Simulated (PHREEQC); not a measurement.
0.015 g of hydrous ferric oxide (600 m²/g; 0.2 weak and 0.005 strong sites per Fe, Dzombak-Morel constants, diffuse double layer) in 1 kg of water with 0.001 mol/kgw of an inert sodium salt and 0.00039 mmol/kgw CaCl2, 0.00012 mmol/kgw H3BO3 and 8.6e-05 mmol/kgw PbCl2, at 25 °C; the pH is set by adding NaOH or the inert anion's acid. O2 is buffered at 0.21 atm. CO2 from the air is kept out. Nothing may precipitate in this run.

The series has 13 steps of pH, from 4 to 10.

All values are PHREEQC results (ion-association model, wateq4f.dat), not measurements.

Task: Near which pH is half of the Ca sorbed, and on which side is more sorbed?

Result: Near pH 8.8, with more sorbed at higher pH.

Task: Near which pH is half of the Pb sorbed, and on which side is more sorbed?

Result: Near pH 4.7, with more sorbed at higher pH.
